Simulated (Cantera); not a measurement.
Mixture: H₂ : O₂ : N₂ = 1 : 1 : 4.7 (molar parts), at 3.80 bar, adiabatic and at constant volume. Ignition delay is the time to a rise of 400 K.

Cantera simulation using the H2/O2 subset of GRI-Mech 3.0, which has no nitrogen chemistry; the numbers are that mechanism's predictions, not measurements. The hydrogen kinetics of GRI-Mech 3.0 are dated; newer H2 mechanisms differ, most at raised pressure. Where the delays flatten at high temperature, the 400 K rule measures the pace of heat release, not the induction time.

**Question.** What does this change do: pressure from 3.80 bar to 5.90 bar?

**Answer.** 
```csv
quantity,before,after
delay at 1075 K,0.884 ms,1.98 ms
delay at 1275 K,11.6 µs,8.70 µs
delay at 1475 K,5.17 µs,3.29 µs
delay at 1675 K,3.52 µs,2.04 µs
```

**Question.** What does this change do: pressure from 3.80 bar to 0.520 bar?

**Answer.** 
```csv
quantity,before,after
delay at 1075 K,0.884 ms,0.223 ms
delay at 1275 K,11.6 µs,88.7 µs
delay at 1475 K,5.17 µs,67.3 µs
delay at 1675 K,3.52 µs,75.5 µs
```
